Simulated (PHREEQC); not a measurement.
PHREEQC input (ion-association model, phreeqc.dat):

```
SOLUTION_SPECIES
  CO3-2 + 10 H+ + 8 e- = CH4 + 3 H2O  # shut off: no methane
    -log_k -100
    -delta_h 0
    -analytic -100
SOLUTION 1
  temp 25
  units mol/kgw
  pH 7 charge
  C(4) 0.025
  K 0.05
END
SELECTED_OUTPUT 1
  -reset false
  -pH true
  -pe true
  -ionic_strength true
  -water true
  -totals C K C(-4) C(4) Hdg Ntg
  -molalities H+ K+ CO3-2 OH- HCO3- CO2 (CO2)2
USER_PUNCH 1
  -headings p_Hdg(g) phi_Hdg(g) p_Ntg(g) phi_Ntg(g) p_H2O(g) phi_H2O(g) density
  10 PUNCH PR_P("Hdg(g)"), PR_PHI("Hdg(g)"), PR_P("Ntg(g)"), PR_PHI("Ntg(g)"), PR_P("H2O(g)"), PR_PHI("H2O(g)"), RHO
PRINT
  -reset false
USE solution 1
REACTION_TEMPERATURE 1
  10
GAS_PHASE 1
  -fixed_pressure
  -pressure 5
  -temperature 10
  -volume 20
  Hdg(g) 3.5
  Ntg(g) 1.5
  H2O(g) 0
END
# ... the last block is repeated for the other 8 points of T (°C)
```

Selected output (columns that matter, 9 of 9 rows; T (°C) added in front):

```
T (°C)	pH	mu	C	K	Hdg	Ntg	m_H+	p_Hdg(g)	phi_Hdg(g)	p_Ntg(g)	phi_Ntg(g)	p_H2O(g)	phi_H2O(g)	density
10	11.508	0.073811	0.025005	0.050009	0.003014	0.001244	3.6964e-12	3.4912	1.0014	1.4963	0.99782	0.012574	0.97886	1.003
20	11.262	0.073431	0.025009	0.050018	0.0027869	0.0010469	6.5178e-12	3.4833	1.0014	1.493	0.99832	0.023751	0.98041	1.0014
30	11.046	0.072962	0.025016	0.050032	0.0026286	0.00090863	1.0756e-11	3.4698	1.0014	1.4873	0.99876	0.042847	0.98164	0.99881
40	10.854	0.072395	0.025027	0.050054	0.0025196	0.00080975	1.6755e-11	3.4478	1.0014	1.478	0.99916	0.074163	0.98252	0.99535
50	10.685	0.07172	0.025044	0.050088	0.0024455	0.0007377	2.4815e-11	3.4132	1.0014	1.4632	0.99954	0.12364	0.98302	0.99115
60	10.534	0.070935	0.02507	0.050139	0.0023944	0.00068396	3.5168e-11	3.3602	1.0015	1.4405	0.99992	0.19924	0.98307	0.98631
70	10.401	0.070041	0.025108	0.050216	0.002355	0.00064224	4.7948e-11	3.2818	1.0015	1.407	1.0003	0.31129	0.98264	0.98088
80	10.283	0.069053	0.025165	0.05033	0.0023155	0.00060742	6.3195e-11	3.1687	1.0017	1.3585	1.0008	0.4728	0.9817	0.97492
90	10.177	0.068	0.025251	0.050501	0.0022619	0.00057475	8.0847e-11	3.0098	1.002	1.2904	1.0015	0.69982	0.98022	0.96846
```

Constants without temperature data keep their 25 °C values here.
